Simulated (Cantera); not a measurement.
Thermal oxidation and active oxidation of silicon: Si + H₂O + N₂

Feed: 1 mol Si, 3.2 mol H₂O, 2.7 mol N₂, at 1175 °C and 620 Pa.

Cantera equilibrium calculation (NASA polynomials, part measured and part estimated; ideal gas, pure solids and liquids). Candidate condensed phases: H₂O, Si, SiO₂, Si₂N₂O, Si₃N₄; 35 gas species. The tables hold silica as quartz up to 1696 K and as liquid above; real silica turns to tridymite and cristobalite and melts near 1996 K. Equilibrium is a limit: real reactors are often held back by kinetics, nucleation or transport.

```json
{
  "x(N₂)": "0.458",
  "x(H₂)": "0.339",
  "x(H₂O)": "0.203",
  "x(H)": "6.83e-5",
  "n(SiO₂(β-quartz))": "1.000 mol",
  "gas_amount": "5.900 mol",
  "log10 activity of Si(s) (absent)": "-11.02"
}
```
